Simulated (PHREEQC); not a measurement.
Spent oxide etchant (model solution)

Solution (20 °C): 31 mmol/kgw NH4HF2, 0.6 mmol/kgw (NH4)2SiF6 and 60 mmol/kgw H2SO4. Closed to the air; pH follows from the charge balance.

The numbers come from PHREEQC with the ion-association model, phreeqc.dat.

No solid was allowed to form.

### Question
Estimate the pH, ionic strength, density.

### Answer
pH 1.35; ionic strength 0.104 mol/kgw; density 1.003 g/cm³.

### Question
In which forms is S present?

### Answer
HSO4- 62 %, SO4-2 34 %, NH4SO4- 4.5 % of the S.

SiF6-2 is the database's only silicon fluoride.
